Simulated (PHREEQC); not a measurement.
Dissolve 14 mmol/kgw HF, 130 mmol/kgw H2SiF6 and 0.5 mmol/kgw HBF4 at 20 °C. Closed to the air; pH follows from the charge balance.

Equilibrium calculation in PHREEQC: ion-association model, phreeqc.dat.

Each row changes one thing in this solution. Precipitation was switched off in this run.

| case | pH | ionic strength (mol/kgw) | HF (mol/kgw) | H4SiO4 (mol/kgw) | F- (mol/kgw) | HF2- (mol/kgw) | SI of Chalcedony (SiO2) |
|---|---|---|---|---|---|---|---|
| as made | 0.70 | 0.390 | 0.0149 | 0.000161 | 9.03e-5 | 4.85e-6 | -0.14 |
| 0.0028 mol/kgw HNO3 added | 0.69 | 0.393 | 0.0149 | 0.000163 | 8.96e-5 | 4.82e-6 | -0.13 |
| diluted 100-fold with water | 2.63 | 0.00339 | 0.00176 | 0.000366 | 0.000588 | … | +0.17 |
| HBF4 from 0.0005 to 0.005 mol/kgw | 0.69 | 0.395 | 0.0154 | 0.000138 | 9.17e-5 | 5.08e-6 | -0.21 |
| HBF4 replaced by (CH3)4NF at the same molality | 0.70 | 0.390 | 0.0152 | 0.000142 | 9.25e-5 | 5.07e-6 | -0.19 |
| diluted 10-fold with water | 1.66 | 0.0374 | … | … | 0.000197 | 3.51e-6 | +0.39 |
| temperature from 20 to 15 °C | 0.69 | 0.390 | 0.0144 | 7.44e-5 | 9.45e-5 | 4.67e-6 | -0.41 |

Question: What belongs in the gaps?

Answer: 
- diluted 100-fold with water, HF2- (mol/kgw): 3.80e-6
- diluted 10-fold with water, HF (mol/kgw): 0.00484
- diluted 10-fold with water, H4SiO4 (mol/kgw): 0.000595

Some of these states are supersaturated (in Quartz (slow to form), Chalcedony (slow to form), for instance). SiF6-2 is the database's only silicon fluoride. Real BF4- forms and hydrolyses slowly; the run takes it at equilibrium.
